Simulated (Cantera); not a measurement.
A closed system holds: 1 mol SiF4, 36 mol NH3, 1.6 mol H2.

Cantera equilibrium calculation (NASA polynomials, part measured and part estimated; ideal gas, pure solids and liquids). Candidate condensed phases: Si, Si3N4; 37 gas species. The tables' values for SiF2, SiF3 are old estimates. Equilibrium is a limit: real reactors are often held back by kinetics, nucleation or transport.

Stable condensed phases, one row left out:

```
T in K \ P in Pa
              5     17     59    210    710   2400   8400  29000 100000
   2123       A      A      A      A      A      A      A      A      A
   2023       A      A      A      A      A      A      A      A      A
   1923       A      A      A      A      A      A      A      A      A
   1723       A      A      A      A      A      A      A      A      B
   1623       A      A      A      A      A      A      A      B      B
   1523       A      A      A      A      A      B      B      B      B
   1423       A      A      A      A      B      B      B      B      B
   1323       A      A      B      B      B      B      B      B      B
```

A: gas only; B: Si3N4.

### Question
Give the row for 1823 K.

### Answer
5: gas only; 17: gas only; 59: gas only; 210: gas only; 710: gas only; 2400: gas only; 8400: gas only; 29000: gas only; 100000: gas only.
